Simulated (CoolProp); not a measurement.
200 sccm (0 °C, 1 atm) of nitrogen bubbles through liquid water at 356.1 K and leaves saturated at a total pressure of 0.15 MPa (ideal gas phase). Each further row changes one setting.

Computed with CoolProp (reference Helmholtz-energy equation of state, Wagner 2002).

| case | vapour pressure (kPa) | mole fraction of vapour | delivery (mg/min) | delivery (sccm) | change of delivery for a bath 1 K warmer (%) |
|---|---|---|---|---|---|
| as stated | 53.4 | 0.356 | (withheld) | 110 | 6.4 |
| bath temperature 361.1 K | (withheld) | (withheld) | (withheld) | 152 | 7.1 |
| total pressure 0.3 MPa | 53.4 | (withheld) | (withheld) | 43.3 | 5.0 |

Complete the blanks.


- as stated, delivery (mg/min): 88.8
- bath temperature 361.1 K, vapour pressure (kPa): 64.9
- bath temperature 361.1 K, mole fraction of vapour: 0.433
- bath temperature 361.1 K, delivery (mg/min): 123
- total pressure 0.3 MPa, mole fraction of vapour: 0.178
- total pressure 0.3 MPa, delivery (mg/min): 34.8
